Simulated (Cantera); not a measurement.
**Calcination and drying: K2CO3 + O2**

Charge: 1 mol K2CO3, 1.5 mol O2, held at 1.33 mbar.

Cantera equilibrium calculation (NASA polynomials, part measured and part estimated; ideal gas, pure solids and liquids). Candidate condensed phases: C, K, KO2, K2CO3, K2O, K2O2; 15 gas species. Equilibrium is a limit: real reactors are often held back by kinetics, nucleation or transport.

```csv
T (°C),log p O2,log p K,log p CO2,log p O,log p CO,log p KO,n K2CO3(s),n K2CO3(l)
577,-2.88,-10.42,-10.71,-13.57,<-14,-12.04,1.00,0
727,-2.88,-7.64,-7.93,-11.24,<-14,-9.42,1.000,0
877,-2.88,-5.60,-5.90,-9.52,-12.75,-7.51,0.999,0
1027,-2.92,-4.10,-4.39,-8.21,-9.75,-6.11,0,0.949
1177,-3.27,-3.27,-3.57,-7.33,-7.58,-5.54,0,0
1327,-3.27,-3.27,-3.57,-6.48,-6.64,-5.60,0,0
1477,-3.27,-3.28,-3.58,-5.76,-5.86,-5.65,0,0
1627,-3.28,-3.28,-3.59,-5.16,-5.21,-5.70,0,0
1777,-3.28,-3.28,-3.62,-4.65,-4.68,-5.74,0,0
1927,-3.30,-3.29,-3.70,-4.22,-4.27,-5.79,0,0
```
log p: log10 of the partial pressure in bar; n: condensed amount in mol.

From 577 °C to 877 °C the condensed part is K2CO3(s). At 1027 °C the condensed part is K2CO3(l). From 1177 °C to 1927 °C nothing is condensed. The main K-bearing gas is K throughout.
